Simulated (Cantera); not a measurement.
A diamond (100) surface in a fixed gas of H2 with x(CH4) = 0.015, x(H) = 0.00056, x(CH3) = 5.2e-05, at 1325 K; coverages are run to steady state.

Detailed kinetics in Cantera: the Harris–Goodwin 1993 mechanism for the reconstructed diamond (100) surface.

θ: site fractions in the mechanism's names (c6HH fully hydrogenated, c6H* and c6*H radical sites, c6** diradical, c6HM methylated).

| P (Pa) | growth (µm/h) | θ c6HH | θ c6H* | θ c6*H | θ c6** | θ c6HM |
|---|---|---|---|---|---|---|
| 800 | ___ | 0.457 | 0.0463 | 0.475 | 0.0218 | 7.47e-6 |
| 1400 | ___ | 0.457 | 0.0463 | 0.475 | 0.0218 | 1.36e-5 |
| 2400 | ___ | 0.457 | 0.0463 | 0.475 | 0.0217 | 2.41e-5 |
| 4200 | ___ | 0.457 | 0.0463 | 0.474 | 0.0217 | 4.38e-5 |
| 7300 | ___ | 0.457 | 0.0462 | 0.474 | 0.0217 | 7.84e-5 |
| 13000 | ___ | 0.457 | 0.0462 | 0.474 | 0.0216 | 0.000142 |
| 22000 | ___ | 0.457 | 0.0462 | 0.474 | 0.0216 | 0.000242 |
| 38000 | ___ | 0.457 | 0.0462 | 0.474 | 0.0216 | 0.000415 |

Task: Fill in the missing entries.

Result: 
- 800, growth (µm/h): 0.00796
- 1400, growth (µm/h): 0.0206
- 2400, growth (µm/h): 0.0481
- 4200, growth (µm/h): 0.109
- 7300, growth (µm/h): 0.231
- 13000, growth (µm/h): 0.488
- 22000, growth (µm/h): 0.962
- 38000, growth (µm/h): 1.99
